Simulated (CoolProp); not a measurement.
Saturation properties of cyclopropane (Tc = 125.5 °C, pc = 56.05 bar, ω = 0.131).

Values from CoolProp's reference Helmholtz-energy equation of state, Polt 1992. This equation is an older, rougher fit; its heat capacities, sound speeds and derivatives of the liquid may be far off and weren't checked against measurements.

```
T (°C)  p (bar)  vapour density (kg/m³)  surface tension (mN/m)
------  -------  ----------------------  ----------------------
6.25      4.208                   8.388                    13.9
13.85     5.296                   10.45                    12.8
21.55     6.594                   12.91                    11.6
29.25     8.113                   15.80                    10.5
36.85     9.848                   19.14                    9.41
44.55     11.87                   23.09                    8.35
52.15     14.15                   27.63                    7.33
59.85     16.77                   33.01                    6.33
67.55     19.72                   39.31                    5.37
75.15     23.00                   46.64                    4.46
82.85     26.71                   55.47                    3.58
90.55     30.83                   66.13                    2.75
98.15     35.35                   79.14                    1.98
105.85    40.42                   96.08                    1.28
113.45    45.95                   119.4                   0.661
```

Surface tension comes from a separate correlation (Mulero 2014).
